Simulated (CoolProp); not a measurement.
A closed Brayton cycle with carbon dioxide: compressor inlet 309.15 K and 7.5 MPa, high pressure 22.5 MPa, turbine inlet 830 K, compressor efficiency 0.85, turbine efficiency 0.9, recuperator effectiveness 0.95 (on enthalpy, no pinch check). Each further row changes one setting.

Model: reference Helmholtz-energy equation of state, Span 1996, in CoolProp.

| case | thermal efficiency (%) | net work (kJ/kg) | compressor to turbine work | compressor exit (K) | turbine exit (K) |
|---|---|---|---|---|---|
| as stated | … | 96.8 | 0.32 | 389.6 | 699.4 |
| turbine inlet 780 K | 35.7 | 87.0 | 0.35 | 389.6 | 654.1 |
| compressor inlet 319.15 K | 36.3 | 86.5 | … | 412.1 | 699.4 |
| high pressure 19.1 MPa | 37.1 | 85.7 | 0.31 | 377.3 | 718.3 |
| recuperator effectiveness 0.5 | … | 96.8 | 0.32 | 389.6 | 699.4 |

Problem. Complete the blanks.

Solution. 
- as stated, thermal efficiency (%): 37.9
- compressor inlet 319.15 K, compressor to turbine work: 0.40
- recuperator effectiveness 0.5, thermal efficiency (%): 23.3
